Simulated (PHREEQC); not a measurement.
Solution (25 °C): 0.0042 mol/kgw MnSO4 and 0.076 mol/kgw Na2SO4. Closed to the air; pH follows from the charge balance.

The numbers come from PHREEQC with the ion-association model, phreeqc.dat.

```
quantity                   before    after
------------------------  -------  -------
pH                           7.00     6.99
ionic strength (mol/kgw)    0.210   0.0233
SO4-2 (mol/kgw)            0.0650  0.00758
HSO4- (mol/kgw)           2.46e-7  4.90e-8
```

Question: Name the change that produced these shifts.
A) Na2SO4 left out
B) MnSO4 from 0.0042 to 0.0084 mol/kgw
C) temperature from 25 to 35 °C
D) diluted 10-fold with water
E) MnSO4 replaced by MgSO4 at the same molality

Answer: D, diluted 10-fold with water

No solid was allowed to form.
